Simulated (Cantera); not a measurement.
What does this Cantera script print?

```python
import numpy as np
import cantera as ct

gas_names = """
    AL ALH ALI ALI3 ALN AL2 AL2I6 H HI H2 I I2 N NH NH2 NH3 N2 N2H2 N2H4
""".split()
cond_names = """
    AL(cr) AL(L) ALI3(s) ALI3(L) ALN(s) I2(cr) I2(L)
""".split()


# ... load() reads the species with a 1 bar reference pressure and builds the phases ...
atoms = {
    'Al': {'AL': 1},
    'HI': {'H': 1, 'I': 1},
    'N2': {'N': 2},
}
top_T = {'ALN(s)': 2750}  # K; cautious upper limits of use, not melting points


# ... equilibrate(T, P, feed) seeds the gas with the atoms and calls Mixture.equilibrate('TP', solver="vcs", rtol=1e-11, max_steps=5000) ...
results = []
feed = {'Al': 1, 'HI': 0.029, 'N2': 0.048}  # mol
P = 1333.22  # Pa
for T in [750, 825, 900, 975, 1050, 1125, 1200]:
    mix = equilibrate(T, P, feed)
    results.append((T, P, feed, dict(zip(mix.species_names, mix.species_moles))))

top = {s: max(r[3][s] / sum(r[3][g] for g in gas_names) for r in results) for s in gas_names}
cols = sorted((s for s in top if top[s] > 1e-06), key=lambda s: -top[s])[:9]
seen = [c for c in cond_names if any(r[3].get(c, 0) > 1e-12 for r in results)]
print("log10 of partial pressures in bar; condensed amounts in mol")
print(f"{'T/K':>10s}" + "".join(f"{s[:9]:>10s}" for s in cols + seen))
for T, P, feed, n in results:
    ng = sum(n[g] for g in gas_names)
    print(f"{T:10.4g}" + "".join(f"{np.log10(max(n[s] / ng * P / 1e5, 1e-99)):10.3f}" for s in cols)
          + "".join(f"{n.get(c, 0):10.4g}" for c in seen))
```

Result:

```
log10 of partial pressures in bar; condensed amounts in mol
       T/K       ALI        H2      ALI3     AL2I6        HI         I        AL    AL(cr)     AL(L)    ALN(s)
       750    -4.641    -2.097    -2.276    -4.919    -6.813    -9.201   -15.927    0.8943         0     0.096
       825    -3.830    -2.100    -2.281    -5.527    -6.249    -8.109   -13.859    0.8942         0     0.096
       900    -3.165    -2.112    -2.308    -6.074    -5.790    -7.206   -12.140    0.8935         0     0.096
       975    -2.647    -2.149    -2.400    -6.669    -5.430    -6.454   -10.715         0    0.8913     0.096
      1050    -2.280    -2.230    -2.662    -7.539    -5.200    -5.864    -9.516         0    0.8857     0.096
      1125    -2.096    -2.320    -3.285    -9.082    -5.143    -5.483    -8.480         0    0.8782     0.096
      1200    -2.057    -2.348    -4.188   -11.144    -5.186    -5.268    -7.576         0    0.8755     0.096
```

These are equilibrium values from Cantera (NASA tables, ideal gas, pure condensed phases), not measurements of a reactor. Mutual solubility and eutectic melting of coexisting phases are not modelled.
